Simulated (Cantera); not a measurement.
Ignition delay

Mixture: CH4 : O2 : N2 : H2O = 1 : 1.43 : 8.57 : 3.3 (molar parts), at 3600000 Pa, adiabatic and at constant pressure. Ignition delay is the time to a rise of 400 K.

Cantera simulation using GRI-Mech 3.0 (53 species, 325 reactions); the numbers are that mechanism's predictions, not measurements. The pressure lies above the range GRI-Mech 3.0 was tuned for (to about 10 atm).

| T0 (K) | delay (ms) |
|---|---|
| 1000 | 39.9 |
| 1075 | 11.3 |
| 1150 | 3.92 |
| 1225 | 1.60 |
| 1300 | 0.737 |
| 1375 | 0.370 |
| 1450 | 0.195 |
| 1525 | 0.105 |
| 1600 | 0.0564 |

* **apparent activation energy between 1450 and 1600 K**: 160 kJ/mol
